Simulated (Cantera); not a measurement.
## Equilibrium for iron carbonyl, mercury and lead vapours: Fe(CO)5 + O2 + H2

A closed system holds: 1 mol Fe(CO)5, a varied amount of O2, 78 mol H2, at 973 K and 13.3 mbar.

Cantera equilibrium calculation (NASA polynomials, part measured and part estimated; ideal gas, pure solids and liquids). Candidate condensed phases: C, C6H6, C7H8, C8H18, Fe, Fe(CO)5, FeO, Fe(OH)2, Fe(OH)3, Fe2O3, Fe3O4, H2O; 114 gas species. Kinetics and transport are ignored.

From 0.1 mol O2 to 2.4 mol O2 the condensed part is Fe(α).

```
n(O2) (mol)   x H2    x CO    x H2O     x CO2     x CH4      x H  n Fe(α)
-----------  -----  ------  -------  --------  --------  -------  -------
0.1          0.937  0.0597  0.00245  0.000251  0.000286  9.07e-9     1.00
0.36         0.932  0.0593  0.00795  0.000816   8.59e-5  9.04e-9     1.00
0.61         0.926  0.0588   0.0134   0.00137   4.97e-5  9.01e-9     1.00
0.86         0.921  0.0583   0.0188   0.00192   3.43e-5  8.99e-9     1.00
1.1          0.916  0.0578   0.0241   0.00245   2.62e-5  8.96e-9     1.00
1.4          0.909  0.0571   0.0307   0.00311   1.99e-5  8.93e-9     1.00
1.6          0.905  0.0567   0.0350   0.00354   1.70e-5  8.91e-9     1.00
1.9          0.898  0.0560   0.0416   0.00419   1.39e-5  8.87e-9     1.00
2.1          0.894  0.0556   0.0460   0.00462   1.23e-5  8.85e-9     1.00
2.4          0.887  0.0550   0.0526   0.00526   1.04e-5  8.82e-9     1.00
```
x: gas mole fraction; n: condensed amount in mol.
